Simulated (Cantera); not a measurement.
What does this Cantera script print?

```python
import numpy as np
import cantera as ct

gas_names = """
    C CH CH2 CH3 CH2OH CH3O CH4 CH3OH CO CO2 COOH C2 C2H CHCO,ketyl C2H2,acetylene C2H2,vinylidene
    CH2CO,ketene C2H3,vinyl CH3CO,acetyl C2H4 C2H4O,ethylen CH3CHO,ethanal CH3COOH (HCOOH)2 C2H5 C2H6
    CH3OCH3 C2H5OH C2O C3 C3H3,propargyl C3H4,allene C3H4,propyne C3H4,cyclo- C3H5,allyl C3H6,propylene
    C3H6,cyclo- C3H6O C3H7,n-propyl C3H7,i-propyl C3H8 C3H8O,1propanol C3H8O,2propanol C3O2 C4 C4H2
    C4H4,1,3-cyclo- C4H6,butadiene C4H6,2-butyne C4H6,cyclo- C4H8,1-butene C4H8,cis2-buten
    C4H8,tr2-butene C4H8,isobutene C4H8,cyclo- (CH3COOH)2 C4H9,n-butyl C4H9,i-butyl C4H9,s-butyl
    C4H9,t-butyl C4H10,isobutane C4H10,n-butane C5 C5H6,1,3cyclo- C5H8,cyclo- C5H10,1-pentene
    C5H10,cyclo- C5H11,pentyl C5H11,t-pentyl C5H12,n-pentane C5H12,i-pentane CH3C(CH3)2CH3 C6H2
    C6H5,phenyl C6H5O,phenoxy C6H6 C6H5OH,phenol C6H10,cyclo- C6H12,1-hexene C6H12,cyclo- C6H13,n-hexyl
    C7H7,benzyl C7H8 C7H8O,cresol C7H14,1-heptene C7H15,n-heptyl C7H16,n-heptane C8H8,styrene
    C8H10,ethylbenz C8H16,1-octene C8H17,n-octyl C8H18,isooctane C8H18,n-octane C9H19,n-nonyl
    C10H8,naphthale C10H21,n-decyl C12H9,o-bipheny C12H10,bipheny H HCO HO2 H2 HCHO,formaldehy HCOOH H2O
    H2O2 O OH O2 O3
""".split()
cond_names = """
    C(gr) C6H6(L) C7H8(L) C8H18(L),n-octa H2O(s) H2O(L)
""".split()


def load(file, names, dense=False):
    # The tables refer to 1 bar. Condensed volumes are neglected.
    table = {s.name: s for s in ct.Species.list_from_file(file)}
    out = []
    for n in names:
        d = dict(table[n].input_data)
        d["thermo"] = dict(d["thermo"], **{"reference-pressure": 1e5})
        if dense:
            d["equation-of-state"] = {"model": "constant-volume", "density": "1e6 g/cm^3"}
        out.append(ct.Species.from_dict(d))
    return out


gas = ct.Solution(thermo="ideal-gas", species=load("nasa_gas.yaml", gas_names))
cond = {s.name: ct.Solution(thermo="fixed-stoichiometry", species=[s], name=s.name)
        for s in load("nasa_condensed.yaml", cond_names, dense=True)}
atoms = {
    'CH3OH': {'C': 1, 'H': 4, 'O': 1},
    'CO2': {'C': 1, 'O': 2},
}
top_T = {'C(gr)': 4500}  # K; cautious upper limits of use, not melting points


def equilibrate(T, P, feed):
    n = {}
    for name, mol in feed.items():
        for a, k in atoms[name].items():
            n[a] = n.get(a, 0.0) + k * mol
    gas.TPX = T, P, n
    mass = sum(n.values()) * gas.mean_molecular_weight
    gas.equilibrate("TP")
    valid = [c for c in cond.values() if c.min_temp <= T <= top_T.get(c.name, c.max_temp)]
    mix = ct.Mixture([(gas, mass / gas.mean_molecular_weight)] + [(c, 0.0) for c in valid])
    mix.T, mix.P = T, P
    mix.equilibrate("TP", solver="vcs", rtol=1e-11, max_steps=5000)
    return mix


results = []
feed = {'CH3OH': 1, 'CO2': 0.89}  # mol
T = 2425  # K
P = 101325  # Pa
mix = equilibrate(T, P, feed)
results.append((T, P, feed, dict(zip(mix.species_names, mix.species_moles))))
x = sorted(zip(gas.X, gas.species_names), reverse=True)
print(f"T = {T:g} K  P = {P:g} Pa  gas = {mix.phase_moles(0):.4g} mol")
print("   x: " + "  ".join(f"{s} {v:.3e}" for v, s in x if v > 0.001))
print("   condensed (mol): " + ("  ".join(f"{mix.phase(i).name} {mix.phase_moles(i):.4g}"
      for i in range(1, mix.n_phases) if mix.phase_moles(i) > 1e-12) or "none"))
```

Result:

```
T = 2425 K  P = 101325 Pa  gas = 3.912 mol
   x: CO 4.409e-01  H2 3.215e-01  H2O 1.842e-01  CO2 4.221e-02  H 1.008e-02  OH 1.095e-03
   condensed (mol): none
```

These are equilibrium values from Cantera (NASA tables, ideal gas, pure condensed phases), not measurements of a reactor.
